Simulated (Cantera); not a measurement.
An adiabatic, constant-volume homogeneous reactor starts with CO : H2 : O2 : N2 = 1 : 0.052 : 0.598 : 2.25 (molar parts), equivalence ratio 0.88, at 975 K and 260000 Pa. Integrator tolerance rtol = 1e-08.

Model: GRI-Mech 3.0 (53 species, 325 reactions), integrated in Cantera. The hydrogen kinetics of GRI-Mech 3.0 are dated; newer H2 mechanisms differ, most at raised pressure.

### Question
What does this change do: pressure from 260000 Pa to 500000 Pa?

### Answer
```json
[
 {"quantity": "time of steepest temperature rise", "before": "5.94 ms", "after": "7.26 ms"},
 {"quantity": "temperature at 0.900 s", "before": "2826 K", "after": "2875 K"},
 {"quantity": "equilibrium temperature", "before": "2826 K", "after": "2875 K"},
 {"quantity": "x(CO) at 0.900 s", "before": "0.0680 (gas-phase equilibrium 0.0680)", "after": "0.0628 (gas-phase equilibrium 0.0628)"},
 {"quantity": "x(H2) at 0.900 s", "before": "0.000509 (gas-phase equilibrium 0.000509)", "after": "0.000462 (gas-phase equilibrium 0.000462)"},
 {"quantity": "x(O2) at 0.900 s", "before": "0.0435 (gas-phase equilibrium 0.0435)", "after": "0.0410 (gas-phase equilibrium 0.0410)"},
 {"quantity": "x(CO2) at 0.900 s", "before": "0.217 (gas-phase equilibrium 0.217)", "after": "0.223 (gas-phase equilibrium 0.223)"},
 {"quantity": "x(NO) at 0.900 s", "before": "0.0156 (gas-phase equilibrium 0.0156)", "after": "0.0162 (gas-phase equilibrium 0.0162)"}
]
```

### Question
What does this change do: CO 1 to 0.36 parts?

### Answer
```tsv
quantity	before	after
time of steepest temperature rise	5.94 ms	11.2 ms
temperature at 0.900 s	2826 K	2176 K
equilibrium temperature	2826 K	2176 K
x(CO) at 0.900 s	0.0680 (gas-phase equilibrium 0.0680)	0.000731 (gas-phase equilibrium 0.000731)
x(H2) at 0.900 s	0.000509 (gas-phase equilibrium 0.000509)	1.98e-5 (gas-phase equilibrium 1.98e-5)
x(O2) at 0.900 s	0.0435 (gas-phase equilibrium 0.0435)	0.124 (gas-phase equilibrium 0.124)
x(CO2) at 0.900 s	0.217 (gas-phase equilibrium 0.217)	0.117 (gas-phase equilibrium 0.117)
x(NO) at 0.900 s	0.0156 (gas-phase equilibrium 0.0156)	0.00887 (gas-phase equilibrium 0.00887)
```

### Question
What does this change do: 0.17 parts CO2 added?

### Answer
```json
[
 {"quantity": "time of steepest temperature rise", "before": "5.94 ms", "after": "6.93 ms"},
 {"quantity": "temperature at 0.900 s", "before": "2826 K", "after": "2750 K"},
 {"quantity": "equilibrium temperature", "before": "2826 K", "after": "2750 K"},
 {"quantity": "x(CO) at 0.900 s", "before": "0.0680 (gas-phase equilibrium 0.0680)", "after": "0.0610 (gas-phase equilibrium 0.0610)"},
 {"quantity": "x(H2) at 0.900 s", "before": "0.000509 (gas-phase equilibrium 0.000509)", "after": "0.000396 (gas-phase equilibrium 0.000396)"},
 {"quantity": "x(O2) at 0.900 s", "before": "0.0435 (gas-phase equilibrium 0.0435)", "after": "0.0410 (gas-phase equilibrium 0.0410)"},
 {"quantity": "x(CO2) at 0.900 s", "before": "0.217 (gas-phase equilibrium 0.217)", "after": "0.258 (gas-phase equilibrium 0.258)"},
 {"quantity": "x(NO) at 0.900 s", "before": "0.0156 (gas-phase equilibrium 0.0156)", "after": "0.0133 (gas-phase equilibrium 0.0133)"}
]
```
